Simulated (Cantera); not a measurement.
Input: 1 mol SiH2Cl2, 1.6 mol NH3, 2.4 mol H2, at 1248 K and 0.100 bar.

Method: chemical equilibrium by Gibbs-energy minimisation in Cantera with the NASA 1993 tables (ideal gas, pure condensed phases). Candidate condensed phases: NH4Cl, Si, Si3N4; 28 gas species. The tables' values for SiCl3 are old estimates; treat these amounts as uncertain. Rates play no part.

Question: What is the equilibrium state?

Answer: 
| Property | Value |
|---|---|
| x(H2) | 0.709 |
| x(HCl) | 0.258 |
| x(N2) | 0.0247 |
| x(SiCl4) | 0.00668 |
| x(SiHCl3) | 0.000646 |
| x(SiCl3) | 0.000538 |
| x(SiCl2) | 0.000313 |
| x(SiH2Cl2) | 8.49e-6 |
| x(NH3) | 1.45e-6 |
| n(Si3N4(s)) | 0.314 mol |
| gas amount | 6.918 mol |
| log10 activity of Si(s) (absent) | -2.88 |
